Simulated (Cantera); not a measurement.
An isothermal, constant-pressure homogeneous reactor starts with 1.56 % CH₄, 98.4 % H₂, at 1750 K and 4.43 Torr.

Model: GRI-Mech 3.0 (53 species, 325 reactions), integrated in Cantera. GRI-Mech 3.0 stops at C3 and has no aromatics, soot or wall deposition, so with more carbon than oxygen in the feed, carbon stays in small species such as C2H2 where larger ones or solid carbon would form. Radical loss at walls, strong at low pressure, is not modelled.

x: mole fraction; the columns are a selection and need not sum to one.

```tsv
t (s)	x CH₄	x H₂	x C₂H₂	x C₂H₄	x CH₂	x C₂H
0.000300	0.0156	0.984	<1e-12	1.08e-12	1.05e-12	<1e-12
0.00110	0.0156	0.984	<1e-12	4.46e-11	1.52e-11	<1e-12
0.00405	0.0156	0.984	4.55e-11	2.02e-9	2.15e-10	<1e-12
0.0149	0.0156	0.984	9.41e-9	9.03e-8	2.92e-9	<1e-12
0.0548	0.0155	0.984	2.04e-6	2.76e-6	3.84e-8	4.90e-12
0.201	0.0149	0.983	0.000180	1.85e-5	4.08e-7	1.49e-9
0.740	0.0101	0.985	0.00246	1.65e-5	9.11e-7	3.71e-8
2.72	(withheld)	0.988	(withheld)	(withheld)	(withheld)	(withheld)
10.0	0.000861	0.989	0.00723	1.58e-6	1.57e-7	1.48e-7
```

Task: What belongs in the gaps?

Result: 
- 2.72, x CH₄: 0.00361
- 2.72, x C₂H₂: 0.00581
- 2.72, x C₂H₄: 3.60e-6
- 2.72, x CH₂: 4.87e-7
- 2.72, x C₂H: 1.04e-7
